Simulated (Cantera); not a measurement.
Input: 1 mol TEOS, 1.6 mol O₃, 1.3 mol N₂, at 203 Torr.

Cantera equilibrium calculation (NASA polynomials, part measured and part estimated; ideal gas, pure solids and liquids). Candidate condensed phases: C, C₆H₆, C₇H₈, C₈H₁₈, H₂O, Si, SiC, SiO₂, Si₂N₂O, Si₃N₄; 151 gas species. The feed counts by its element totals alone. Mutual solubility and eutectic melting of coexisting phases are not modelled. The tables hold silica as quartz up to 1696 K and as liquid above; real silica turns to tridymite and cristobalite and melts near 1996 K. The numbers say what is thermodynamically allowed, not how fast it happens. All values below are at 1725 K.

Base state: H₂ 0.524, CO 0.419, N₂ 0.0493, SiO 0.00643, H 0.000259, H₂O 0.000143, HCN 0.000117, CO₂ 3.26e-5 (mole fractions); condensed: SiO₂(condensed) + Si₂N₂O(s).

**Question.** What changes in the equilibrium state with this change: 0.46 mol CH₄ added?

**Answer.** 
| species | before | after |
|---|---|---|
| H₂ | 0.524 | 0.540 |
| CO | 0.419 | 0.412 |
| N₂ | 0.0493 | 0.0440 |
| SiO | 0.00643 | 0.00325 |
| C₂H₂ (acetylene) | 1.46e-6 | 2.80e-5 |
| CH₄ | 1.29e-5 | 5.89e-5 |
| SiO₂(condensed), mol | 0.159 | 0 |
| Si₂N₂O(s), mol | 0.359 | 0.407 |
| SiC(s), mol | 0 | 0.121 |
